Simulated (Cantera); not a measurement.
Charge: 1 mol MgSO4, 0.052 mol C, 0.015 mol O2, equilibrated at 1000 Pa.

Method: chemical equilibrium by Gibbs-energy minimisation in Cantera with the NASA 1993 tables (ideal gas, pure condensed phases). Candidate condensed phases: C, Mg, MgCO3, MgO, MgS, MgSO4, S; 26 gas species. Mutual solubility and eutectic melting of coexisting phases are not modelled. Gases not in the tables: S3 to S7. The numbers say what is thermodynamically allowed, not how fast it happens.

Task: Which condensed phases are stable at each of these points (T (K)): 723, 823, 923, 1023, 1123, 1223, 1323, 1423, 1523, 1623, 1723, 1823, 1923, 2023?

Result: 
```
T (K)   condensed phases  Mg condensed (%)
-----  -----------------  ----------------
723    MgO(s) + MgSO4(s)             100.0
823    MgO(s) + MgSO4(s)             100.0
923    MgO(s) + MgSO4(s)             100.0
1023   MgO(s) + MgSO4(s)             100.0
1123              MgO(s)             100.0
1223              MgO(s)             100.0
1323              MgO(s)             100.0
1423              MgO(s)             100.0
1523              MgO(s)             100.0
1623              MgO(s)             100.0
1723              MgO(s)             100.0
1823              MgO(s)             100.0
1923              MgO(s)             100.0
2023              MgO(s)             100.0
```

From 723 K to 1023 K the condensed part is MgO(s) + MgSO4(s). From 1123 K to 2023 K the condensed part is MgO(s).
